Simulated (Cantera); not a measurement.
A Cantera script and what it prints.

```python
import numpy as np
import cantera as ct

gas_names = [...]  # 91 gases of nasa_gas.yaml made of C, Cl, H
cond_names = """
    C(gr) C6H6(L) C7H8(L) C8H18(L),n-octa
""".split()


# ... load() reads the species with a 1 bar reference pressure and builds the phases ...
atoms = {
    'CCl4': {'C': 1, 'CL': 4},
    'H2': {'H': 2},
}
top_T = {'C(gr)': 4500}  # K; cautious upper limits of use, not melting points


# ... equilibrate(T, P, feed) seeds the gas with the atoms and calls Mixture.equilibrate('TP', solver="vcs", rtol=1e-11, max_steps=5000) ...
results = []
feed = {'CCl4': 1, 'H2': 5.4}  # mol
T = 2625  # K
P = 390  # Pa
mix = equilibrate(T, P, feed)
results.append((T, P, feed, dict(zip(mix.species_names, mix.species_moles))))
x = sorted(zip(gas.X, gas.species_names), reverse=True)
print(f"T = {T:g} K  P = {P:g} Pa  gas = {mix.phase_moles(0):.4g} mol")
print("   x: " + "  ".join(f"{s} {v:.3e}" for v, s in x if v > 0.0001))
print("   condensed (mol): " + ("  ".join(f"{mix.phase(i).name} {mix.phase_moles(i):.4g}"
      for i in range(1, mix.n_phases) if mix.phase_moles(i) > 1e-12) or "none"))
```

Output:

```
T = 2625 K  P = 390 Pa  gas = 10.12 mol
   x: H 3.434e-01  H2 2.551e-01  HCL 2.035e-01  CL 1.916e-01  C2H2,acetylene 4.556e-03  C3 8.100e-04  C2H 5.664e-04  C 2.191e-04
   condensed (mol): C(gr) 0.8651
```

Equilibrium computed with Cantera from the NASA thermochemical tables; the gas is ideal and each condensed phase is pure.
